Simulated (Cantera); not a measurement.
Input: 1 mol CuO, 30 mol H2, 7.1 mol N2, at 1323 K and 100000 Pa.

Cantera equilibrium calculation (NASA polynomials, part measured and part estimated; ideal gas, pure solids and liquids). Candidate condensed phases: Cu, CuO, Cu(OH)2, Cu2O, H2O; 27 gas species. Kinetics and transport are ignored.

Base state: H2 0.782, N2 0.191, H2O 0.0270, NH3 3.43e-5 (mole fractions); condensed: Cu(s).

Problem. What changes in the equilibrium state with this change: temperature from 1323 K to 600 K?

Solution. 
| species | before | after |
|---|---|---|
| H2 | 0.782 | 0.773 |
| N2 | 0.191 | 0.188 |
| H2O | 0.0270 | 0.0273 |
| NH3 | 3.43e-5 | 0.0122 |
| Cu(s), mol | 1.000 | 1.00 |
